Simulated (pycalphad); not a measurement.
Source of the numbers: pycalphad with the COST 507 light-alloy database (1999); pressure 1 atm. The database dates from 1999; later assessments differ in places, in temperatures and in the compounds included. Phase fractions are per mole of atoms.

### Question
Give the equilibrium state of Si-10.85V (wt.%) at 827 °C.

### Answer
```
T = 1100.00 K, P = 101325 Pa, N = 1 mol of atoms
G = -43188 J/mol, H = 12194 J/mol, S = 50.35 J/(mol K)  (SER reference)
chemical potentials (J/mol): Si -35242, V -161561
phase             fraction      x(Si)       x(V)
DIAMOND_A4          0.8113     1.0000       none
SI2V                0.1887     0.6667     0.3333
```

### Question
Give the equilibrium state of Si-10.85V (wt.%) at 1427 °C.

### Answer
```
T = 1700.00 K, P = 101325 Pa, N = 1 mol of atoms
G = -77951 J/mol, H = 73929 J/mol, S = 89.34 J/(mol K)  (SER reference)
chemical potentials (J/mol): Si -69828, V -198967
phase             fraction      x(Si)       x(V)
LIQUID              0.9141     0.9625     0.0375
SI2V                0.0859     0.6667     0.3333
```

Database names, with the compositions (at.%) that they take in these runs: SI2V: Si 67 V 33. DIAMOND_A4 is diamond (Si). An entry "none" or "no" means that the model of the phase leaves that element out.
